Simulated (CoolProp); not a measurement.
Vapour-liquid equilibrium of n-hexane (1) + ethylbenzene (2) at 60.35 °C; x and y are mole fractions of (1).

The numbers come from the multi-fluid Helmholtz-energy mixture model, Thol 2019 and Zhou 2012; pair parameters Bell 2016 in CoolProp.

```tsv
x	bubble pressure, mixture model (MPa)	bubble pressure, Raoult's law (MPa)	y, mixture model	y, Raoult's law
0.05	0.01257	0.01100	0.429	0.351
0.15	0.02162	0.01798	0.698	0.645
0.25	0.02954	0.02496	0.801	0.774
0.35	0.03665	0.03194	0.856	0.847
0.45	0.04318	0.03892	0.893	0.894
0.55	0.04936	0.04590	0.920	0.926
0.65	0.05537	0.05288	0.941	0.950
0.75	0.06138	0.05986	0.960	0.969
0.85	0.06752	0.06684	0.976	0.983
0.95	0.07395	0.07382	0.992	0.995
```

The largest gap from Raoult's law is +20.2 % in bubble pressure, at x = 0.15. No azeotrope shows between x = 0.05 and 0.95.

Pair parameters are fitted to limited data, so mixtures are less certain than the pure fluids.
